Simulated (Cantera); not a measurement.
Feed: 1 mol C2H4, 2 mol H2O, 2 mol H2, equilibrated at 53.0 bar.

Method: chemical equilibrium by Gibbs-energy minimisation in Cantera with the NASA 1993 tables (ideal gas, pure condensed phases). Candidate condensed phases: C, C6H6, C7H8, C8H18, H2O; 110 gas species. The ideal-gas law is rough above about 30 bar. Rates play no part. All values below are at 1223 K.

Base state: H2 0.549, CO 0.151, CH4 0.150, H2O 0.126, CO2 0.0238, C2H6 3.61e-5, C2H4 1.06e-5 (mole fractions); condensed: gas only.

**Question.** What changes in the equilibrium state with this change: C2H4 replaced by C6H6?

**Answer.** 
```json
[
 {"species": "H2", "before": "0.549", "after": "0.530"},
 {"species": "CH4", "before": "0.150", "after": "0.198"},
 {"species": "CO", "before": "0.151", "after": "0.162"},
 {"species": "H2O", "before": "0.126", "after": "0.0912"},
 {"species": "CO2", "before": "0.0238", "after": "0.0190"},
 {"species": "C2H4", "before": "1.06e-5", "after": "1.99e-5"},
 {"species": "C2H6", "before": "3.61e-5", "after": "6.57e-5"},
 {"species": "C(graphite), mol", "before": "0", "after": "3.39"}
]
```
